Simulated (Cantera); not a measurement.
Input: 1 mol S, 0.041 mol O₂, 2.8 mol N₂, equilibrated at 850 °C and 7.50 Torr.

Equilibrium computed with Cantera from the NASA thermochemical tables; the gas is ideal and each condensed phase is pure. Candidate condensed phases: S; 17 gas species. Gases not in the tables: S₃ to S₇. The numbers say what is thermodynamically allowed, not how fast it happens.

Base state: N₂ 0.843, S₂ 0.144, SO₂ 0.0121, S₂O 0.000450, SO 7.01e-5 (mole fractions); condensed: gas only.

Q: What changes in the equilibrium state with this change: temperature from 850 °C to 3000 °C?

A: 
```
species   before     after
-------  -------  --------
N₂         0.843     0.726
S        4.53e-7     0.250
O          <1e-9    0.0159
S₂         0.144   0.00226
SO₂       0.0121   1.56e-5
NO         <1e-9  0.000805
N          <1e-9  0.000596
SN         <1e-9  0.000130
```
